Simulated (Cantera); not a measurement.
Adiabatic ignition

An adiabatic, constant-volume homogeneous reactor starts with CH3OH : O2 : N2 = 1 : 1.07 : 4.03 (molar parts), equivalence ratio 1.4, at 1548 K and 3750 Torr.

Model: GRI-Mech 3.0 (53 species, 325 reactions), integrated in Cantera. GRI-Mech 3.0 was tuned for natural gas; its chemistry of methanol as a main component is partial and can be far from experiment. Above 3000 K some thermodynamic fits are extrapolated.

```csv
t (s),T (K),P (bar),x CH3OH,x O2,x C2H2,x H,x H2O,x CH2CO
9.00e-6,1550,5.01,0.162,0.174,3.17e-10,1.02e-6,0.000944,5.76e-10
4.06e-5,3082,11.8,<1e-12,0.00543,<1e-12,0.0132,0.211,<1e-12
0.000183,3065,11.7,<1e-12,0.00458,<1e-12,0.0127,0.211,<1e-12
0.000828,3064,11.7,<1e-12,0.00455,<1e-12,0.0127,0.211,<1e-12
0.00374,3064,11.7,<1e-12,0.00455,<1e-12,0.0127,0.211,<1e-12
0.0169,3064,11.7,<1e-12,0.00455,<1e-12,0.0127,0.211,<1e-12
0.0761,3064,11.7,<1e-12,0.00455,<1e-12,0.0127,0.211,<1e-12
0.344,3064,11.7,<1e-12,0.00455,<1e-12,0.0127,0.211,<1e-12
1.55,3064,11.7,<1e-12,0.00455,<1e-12,0.0127,0.211,<1e-12
7.00,3064,11.7,<1e-12,0.00455,<1e-12,0.0127,0.211,<1e-12
```
x: mole fraction; the columns are a selection and need not sum to one.

```
Quantity                                                            Result
---------------------------------  ---------------------------------------
time of steepest temperature rise                                  28.4 µs
temperature at 7.00 s                                               3064 K
equilibrium temperature                                             3064 K
x(CH3OH) at 7.00 s                   <1e-12 (gas-phase equilibrium <1e-12)
x(O2) at 7.00 s                    0.00455 (gas-phase equilibrium 0.00455)
x(C2H2) at 7.00 s                    <1e-12 (gas-phase equilibrium <1e-12)
```
